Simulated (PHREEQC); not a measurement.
A solution holds 0.11 mol/kgw CuCl2, 0.00012 mol/kgw HNO3 and 0.035 mol/kgw FeCl3, at 25 °C. Closed to the air; pH follows from the charge balance.

Equilibrium calculation in PHREEQC: ion-association model, phreeqc.dat.

Each row changes one thing in this solution. This is a speciation only: nothing precipitates in the calculation.

| case | pH | ionic strength (mol/kgw) | Cl- (mol/kgw) |
|---|---|---|---|
| as made | 2.21 | 0.425 | 0.280 |
| CuCl2 replaced by CdCl2 at the same molality | 2.12 | 0.258 | 0.179 |
| diluted 100-fold with water | 3.37 | 0.00460 | 0.00324 |
| temperature from 25 to 80 °C | 1.95 | 0.325 | 0.232 |
| temperature from 25 to 85 °C | 1.93 | 0.317 | 0.229 |
| diluted 5-fold with water | 2.50 | 0.0966 | 0.0620 |
| HNO3 from 0.00012 to 0.000132 mol/kgw | 2.21 | 0.425 | 0.280 |
| FeCl3 left out | 3.96 | 0.298 | 0.204 |

Some of these states are supersaturated (in Hematite (slow to form), Goethite (slow to form), Fe(OH)3(a), for instance). Away from 25 °C the constants follow the database's enthalpies or fits; those with neither stay at their 25 °C values.
